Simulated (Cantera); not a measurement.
Feed: 1 mol B₂O₃, a varied amount of F₂, 0.39 mol H₂, 38 mol Cl₂, held at 900 °C and 0.290 bar.

Cantera equilibrium calculation (NASA polynomials, part measured and part estimated; ideal gas, pure solids and liquids). Candidate condensed phases: B, B₂O₃, B₃O₃H₃, H₂O; 56 gas species. The numbers say what is thermodynamically allowed, not how fast it happens.

**Question.** Which condensed phases are stable at each of these points (n(F₂) (mol)): 1.7, 4.1, 6.5, 8.9, 11, 14, 16?

**Answer.** 
| n(F₂) (mol) | condensed phases | B condensed (%) |
|---|---|---|
| 1.7 | B₂O₃(l) | 29.8 |
| 4.1 | gas only | 0.0 |
| 6.5 | gas only | 0.0 |
| 8.9 | gas only | 0.0 |
| 11 | gas only | 0.0 |
| 14 | gas only | 0.0 |
| 16 | gas only | 0.0 |

At 1.7 mol F₂ the condensed part is B₂O₃(l). From 4.1 mol F₂ to 16 mol F₂ nothing is condensed.
